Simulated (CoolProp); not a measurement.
CH2F2 (R32) at 364.09 K and 13 MPa flows at 0.17 m/s in a round tube of 20 mm bore and 15 µm roughness, fully developed (64/Re and Nu = 3.66 if laminar; Colebrook and Gnielinski if turbulent). Each further row changes one setting.

Model: reference Helmholtz-energy equation of state, Tillner-Roth 1997, in CoolProp.

| case | Reynolds number | Darcy friction factor | pressure drop (Pa/m) | heat-transfer coefficient (W/(m² K)) | mass flow (kg/h) |
|---|---|---|---|---|---|
| as stated | (withheld) | (withheld) | 12.9 | (withheld) | (withheld) |
| velocity 0.34 m/s | 76900 | 0.0220 | 46.8 | (withheld) | (withheld) |
| diameter 40 mm | 76900 | (withheld) | 5.48 | 608 | 567 |

Some entries are withheld; supply them.


- as stated, Reynolds number: 38400
- as stated, Darcy friction factor: 0.0243
- as stated, heat-transfer coefficient (W/(m² K)): 696
- as stated, mass flow (kg/h): 142
- velocity 0.34 m/s, heat-transfer coefficient (W/(m² K)): 1290
- velocity 0.34 m/s, mass flow (kg/h): 283
- diameter 40 mm, Darcy friction factor: 0.0206

Viscosity comes from a separate model (Bell 2016), an estimate that may be off by 10 % or more. Thermal conductivity comes from a separate model (Huber 2003), an estimate that may be off by 10 % or more.
